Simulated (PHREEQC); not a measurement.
# Metal-bearing waste water: an equilibrium model

A solution holds 120 mmol/kgw NiSO4, 0.94 mmol/kgw CuCl2 and 0.058 mmol/kgw NaCl, at 79 °C. Closed to the air; pH follows from the charge balance.

Equilibrium calculation in PHREEQC: ion-association model, wateq4f.dat.

This is a speciation only: nothing precipitates in the calculation.

### Question
What pH, ionic strength does the model give?

### Answer
pH 5.35; ionic strength 0.240 mol/kgw.

### Question
In which forms is S present?

### Answer
NiSO4 50 %, SO4-2 49 % of the S.

Saturation is exceeded, for instance for Atacamite, Tenorite (slow to form); the values hold only as long as no solid forms. Constants without temperature data keep their 25 °C values here.
